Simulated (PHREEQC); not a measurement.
A solution holds 59 mmol/kgw HF, 0.16 mmol/kgw (CH3)4NF and 110 mmol/kgw (NH4)2SiF6, at 30 °C. Closed to the air; pH follows from the charge balance.

The numbers come from PHREEQC with the ion-association model, phreeqc.dat.

```
quantity                   before    after
------------------------  -------  -------
pH                           2.18     3.08
ionic strength (mol/kgw)    0.339    0.330
HF (mol/kgw)               0.0490  0.00249
F- (mol/kgw)              0.00733  0.00299
HF2- (mol/kgw)            0.00140  2.91e-5
NH3 (mol/kgw)             1.55e-8  1.25e-7
SI of Quartz (SiO2)         -5.06    +0.90
```

Q: Which change was made?
A) diluted 2-fold with water
B) (CH3)4NF replaced by TMAH at the same molality
C) HF left out
D) (CH3)4NF from 0.00016 to 1.6e-05 mol/kgw

A: C, HF left out

Precipitation was switched off in this run. Some of these states are supersaturated (in Quartz (slow to form), Chalcedony (slow to form), for instance). (CH3)4N+ isn't in the database: it is added as a free cation with an ion size of 4 Å. SiF6-2 is the database's only silicon fluoride.
